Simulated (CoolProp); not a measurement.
Benzene at 444.56 K and 1.8 MPa flows at 2.3 m/s in a round tube of 4.6 mm bore and 1.5 µm roughness, fully developed (64/Re and Nu = 3.66 if laminar; Colebrook and Gnielinski if turbulent). Each further row changes one setting.

The numbers come from the reference Helmholtz-energy equation of state, Thol 2012 in CoolProp.

```tsv
case	Reynolds number	Darcy friction factor	pressure drop (Pa/m)	heat-transfer coefficient (W/(m² K))	mass flow (kg/h)
as stated	50100	0.0220	8900	…	96.8
velocity 4.6 m/s	100000	0.0196	31700	…	…
diameter 9.2 mm	100000	0.0188	…	4760	387
```

Complete the blanks.


- as stated, heat-transfer coefficient (W/(m² K)): 5320
- velocity 4.6 m/s, heat-transfer coefficient (W/(m² K)): 9810
- velocity 4.6 m/s, mass flow (kg/h): 194
- diameter 9.2 mm, pressure drop (Pa/m): 3810

Viscosity comes from a separate model (Avgeri 2014). Thermal conductivity comes from a separate model (Assael 2012).
